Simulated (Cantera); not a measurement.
Input: 1 mol Si₃N₄, 5 mol CO₂, 5.4 mol H₂, at 0.520 bar.

Method: chemical equilibrium by Gibbs-energy minimisation in Cantera with the NASA 1993 tables (ideal gas, pure condensed phases). Candidate condensed phases: C, C₆H₆, C₇H₈, C₈H₁₈, H₂O, Si, SiC, SiO₂, Si₂N₂O, Si₃N₄; 151 gas species. Mutual solubility and eutectic melting of coexisting phases are not modelled. The tables hold silica as quartz up to 1696 K and as liquid above; real silica turns to tridymite and cristobalite and melts near 1996 K. Rates play no part.

Problem. Which condensed phases are stable at each of these points (T (°C)): 777, 877, 977, 1077, 1177, 1277, 1377, 1477, 1577?

Solution. 
| T (°C) | condensed phases | Si condensed (%) |
|---|---|---|
| 777 | C(graphite) + SiO₂(β-quartz) | 100.0 |
| 877 | C(graphite) + SiO₂(β-quartz) | 100.0 |
| 977 | C(graphite) + SiO₂(β-quartz) | 100.0 |
| 1077 | C(graphite) + SiO₂(β-quartz) | 100.0 |
| 1177 | C(graphite) + SiO₂(β-quartz) | 100.0 |
| 1277 | SiO₂(β-quartz) + Si₂N₂O(s) | 100.0 |
| 1377 | SiO₂(β-quartz) + Si₂N₂O(s) | 99.8 |
| 1477 | SiO₂(condensed) + Si₂N₂O(s) | 98.7 |
| 1577 | SiO₂(condensed) + Si₂N₂O(s) | 92.0 |

From 777 °C to 1177 °C the condensed part is C(graphite) + SiO₂(β-quartz). From 1277 °C to 1377 °C the condensed part is SiO₂(β-quartz) + Si₂N₂O(s). From 1477 °C to 1577 °C the condensed part is SiO₂(condensed) + Si₂N₂O(s).
